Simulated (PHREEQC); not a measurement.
Dissolve 69 mmol/kgw NH4HF2, 110 mmol/kgw (NH4)2SiF6 and 13 mmol/kgw H2SO4 at 55 °C. Closed to the air; pH follows from the charge balance.

All values are PHREEQC results (ion-association model, phreeqc.dat), not measurements.

Precipitation was switched off in this run.

**Question.** Order these F species by the share of F that they hold, largest first: SiF6-2, HF2-, HF, F-.

**Answer.** SiF6-2 (83 %), HF (10 %), F- (4.3 %), HF2- (2.9 %)

The pH is 2.81 and the ionic strength 0.404 mol/kgw. Species that the database lacks are ignored. At this temperature some constants are extrapolated from 25 °C, and those without enthalpy data are left unchanged. SiF6-2 is the database's only silicon fluoride.
